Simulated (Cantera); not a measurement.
A perfectly stirred reactor is fed with CH4 : C2H6 : O2 : N2 : CO2 = 1 : 0.035 : 3.37 : 12.7 : 1.8 (molar parts), equivalence ratio 0.63, at 230000 Pa; it is adiabatic with a 598 K inlet, and is followed from long to short residence time, starting on the burning branch (τ in s: 0.03, 0.013, 0.0059, 0.0026, 0.0012, 0.00051, 0.00023, 0.0001, 4.4e-05, 2e-05).

Cantera simulation using GRI-Mech 3.0 (53 species, 325 reactions); the numbers are that mechanism's predictions, not measurements.

**Question.** What does this change do: pressure from 230000 Pa to 100000 Pa?

**Answer.** 
```tsv
quantity	before	after
blow-out, bracketed by the residence times tried	burning at 0.230 ms, out at 0.100 ms	burning at 0.230 ms, out at 0.100 ms
x(CH4) at τ = 30.0 ms	1.80e-5	2.20e-5
x(C2H6) at τ = 30.0 ms	1.51e-7	1.93e-7
x(O2) at τ = 30.0 ms	0.0661	0.0663
x(CH2O) at τ = 30.0 ms	2.15e-6	2.77e-6
x(HCN) at τ = 30.0 ms	6.76e-9	6.88e-9
x(CH4) at τ = 0.510 ms	0.000326	0.000461
x(C2H6) at τ = 0.510 ms	3.00e-6	4.09e-6
x(O2) at τ = 0.510 ms	0.0706	0.0733
x(CH2O) at τ = 0.510 ms	4.03e-5	5.23e-5
x(HCN) at τ = 0.510 ms	4.94e-8	6.52e-8
```

**Question.** What does this change do: 1.2 parts H2O added?

**Answer.** 
```csv
quantity,before,after
"blow-out, bracketed by the residence times tried","burning at 0.230 ms, out at 0.100 ms","burning at 0.510 ms, out at 0.230 ms"
x(CH4) at τ = 30.0 ms,1.80e-5,2.32e-5
x(C2H6) at τ = 30.0 ms,1.51e-7,1.99e-7
x(O2) at τ = 30.0 ms,0.0661,0.0621
x(CH2O) at τ = 30.0 ms,2.15e-6,2.49e-6
x(HCN) at τ = 30.0 ms,6.76e-9,4.89e-9
x(CH4) at τ = 0.510 ms,0.000326,0.000491
x(C2H6) at τ = 0.510 ms,3.00e-6,4.72e-6
x(O2) at τ = 0.510 ms,0.0706,0.0675
x(CH2O) at τ = 0.510 ms,4.03e-5,5.39e-5
x(HCN) at τ = 0.510 ms,4.94e-8,5.39e-8
```
